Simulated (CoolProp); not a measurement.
Vapour-liquid equilibrium of ethylbenzene (1) + n-nonane (2) at 22.45 °C; x and y are mole fractions of (1).

The numbers come from the multi-fluid Helmholtz-energy mixture model, Zhou 2012 and Lemmon 2006; pair parameters Bell 2016 in CoolProp.

**Question.** Give the bubble pressure and the first vapour's composition at x = 0.05, 0.2, 0.8. Is there an azeotrope?

**Answer.** x = 0.05: 0.5443 kPa, y = 0.138; x = 0.2: 0.6834 kPa, y = 0.417; x = 0.8: 1.034 kPa, y = 0.874. No azeotrope shows between x = 0.05 and 0.95.

Pair parameters are fitted to limited data, so mixtures are less certain than the pure fluids.
